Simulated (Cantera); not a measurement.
A Cantera script and its output.

```python
import numpy as np
import cantera as ct

gas = ct.Solution("gri30.yaml")
gas.TPX = 950, 1000000, {'CO': 0.74, 'H2': 0.19, 'CH4': 0.73, 'O2': 0.979, 'N2': 3.68}
reactor = ct.IdealGasReactor(gas, energy="on", clone=False)
net = ct.ReactorNet([reactor])
net.rtol, net.atol = 1e-08, 1e-16
show = ['CO', 'H2', 'CH4', 'C2H6', 'C2H', 'O2', 'H2O']
times = np.geomspace(1e-06, 1, 14)

steps = ct.SolutionArray(gas, extra=["t"])
rows = []
print(f"{'t/s':>10s}{'T/K':>9s}{'P/Pa':>11s}" + "".join(f"{s:>11s}" for s in show))
for t in times:
    while net.time < t:
        t_next = net.step()
        steps.append(gas.state, t=t_next)
    rows.append([np.interp(t, steps.t, y) for y in (steps.T, steps.P, *steps(*show).X.T)])
    print(f"{t:10.3e}{rows[-1][0]:9.1f}{rows[-1][1]:11.4g}" + "".join(f"{x:11.3e}" for x in rows[-1][2:]))
rate = np.gradient(steps.T, steps.t)
print("integrator steps:", len(steps.t))
if steps.T.max() > steps.T[0] + 200:
    print(f"time of steepest temperature rise: {steps.t[rate.argmax()]:.4e} s")
gas.TPX = 950, 1000000, {'CO': 0.74, 'H2': 0.19, 'CH4': 0.73, 'O2': 0.979, 'N2': 3.68}
gas.equilibrate("UV")
print(f"equilibrium (UV): T = {gas.T:.1f} K  " + "  ".join(f"{s} {gas[s].X[0]:.3e}" for s in show))
```

Output:

```
       t/s      T/K       P/Pa         CO         H2        CH4       C2H6        C2H         O2        H2O
 1.000e-06    950.0      1e+06  1.171e-01  3.007e-02  1.155e-01  4.168e-18  1.951e-39  1.549e-01  3.981e-11
 2.894e-06    950.0      1e+06  1.171e-01  3.007e-02  1.155e-01  1.444e-16  2.091e-38  1.549e-01  1.405e-10
 8.377e-06    950.0      1e+06  1.171e-01  3.007e-02  1.155e-01  3.617e-15  1.966e-37  1.549e-01  4.491e-10
 2.424e-05    950.0      1e+06  1.171e-01  3.007e-02  1.155e-01  7.186e-14  1.873e-36  1.549e-01  1.495e-09
 7.017e-05    950.0      1e+06  1.171e-01  3.007e-02  1.155e-01  1.091e-12  2.088e-35  1.549e-01  6.022e-09
 2.031e-04    950.0      1e+06  1.171e-01  3.007e-02  1.155e-01  1.418e-11  3.197e-34  1.549e-01  3.373e-08
 5.878e-04    950.0      1e+06  1.171e-01  3.007e-02  1.155e-01  2.632e-10  1.673e-32  1.549e-01  2.592e-07
 1.701e-03    950.1      1e+06  1.171e-01  3.007e-02  1.155e-01  1.017e-08  1.860e-29  1.549e-01  2.825e-06
 4.924e-03    951.0  1.001e+06  1.171e-01  3.002e-02  1.155e-01  8.741e-07  2.483e-25  1.549e-01  5.390e-05
 1.425e-02    964.0  1.014e+06  1.166e-01  2.953e-02  1.152e-01  2.839e-05  2.701e-21  1.541e-01  8.842e-04
 4.125e-02   2582.1  2.929e+06  1.771e-01  1.002e-01  2.549e-09  2.456e-18  1.309e-14  5.219e-06  1.407e-01
 1.194e-01   2582.1  2.929e+06  1.771e-01  1.002e-01  2.549e-09  2.456e-18  1.309e-14  5.219e-06  1.407e-01
 3.455e-01   2582.1  2.929e+06  1.771e-01  1.002e-01  2.549e-09  2.456e-18  1.309e-14  5.219e-06  1.407e-01
 1.000e+00   2582.1  2.929e+06  1.771e-01  1.002e-01  2.549e-09  2.456e-18  1.309e-14  5.219e-06  1.407e-01
integrator steps: 2520
time of steepest temperature rise: 2.3600e-02 s
equilibrium (UV): T = 2582.1 K  CO 1.771e-01  H2 1.002e-01  CH4 2.817e-09  C2H6 2.910e-18  C2H 1.429e-14  O2 5.219e-06  H2O 1.407e-01
```

Cantera simulation using GRI-Mech 3.0 (53 species, 325 reactions); the numbers are that mechanism's predictions, not measurements. Below about 1000 K GRI-Mech 3.0 lacks low-temperature oxidation paths.
